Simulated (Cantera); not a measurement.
## Equilibrium for abatement and gas-phase synthesis: H₂S + O₂

Charge: 1 mol H₂S, 0.048 mol O₂, at 0.0800 bar.

Method: chemical equilibrium by Gibbs-energy minimisation in Cantera with the NASA 1993 tables (ideal gas, pure condensed phases). Candidate condensed phases: H₂O, H₂SO₄, S; 19 gas species. Kinetics and transport are ignored.

| T (K) | x H₂ | x S₂ | x H₂S | x H₂O | x SH | x S | x H | x SO |
|---|---|---|---|---|---|---|---|---|
| 1775 | 0.529 | 0.292 | 0.0951 | 0.0650 | 0.0160 | 0.00116 | 0.000744 | 0.00100 |
| 1850 | 0.540 | 0.295 | 0.0761 | 0.0634 | 0.0199 | 0.00211 | 0.00140 | 0.00163 |
| 1925 | 0.548 | 0.296 | 0.0615 | 0.0616 | 0.0242 | 0.00367 | 0.00250 | 0.00254 |
| 2000 | 0.552 | 0.294 | 0.0500 | 0.0594 | 0.0288 | 0.00610 | 0.00427 | 0.00380 |
| 2075 | 0.554 | 0.291 | 0.0410 | 0.0568 | 0.0337 | 0.00973 | 0.00701 | 0.00546 |
| 2150 | 0.554 | 0.285 | 0.0338 | 0.0537 | 0.0387 | 0.0150 | 0.0111 | 0.00754 |
| 2225 | 0.551 | 0.277 | 0.0279 | 0.0501 | 0.0437 | 0.0223 | 0.0170 | 0.0100 |
| 2300 | 0.544 | 0.266 | 0.0230 | 0.0461 | 0.0485 | 0.0321 | 0.0252 | 0.0128 |
x: gas mole fraction; nothing condenses.

From 1775 K to 2300 K nothing is condensed.
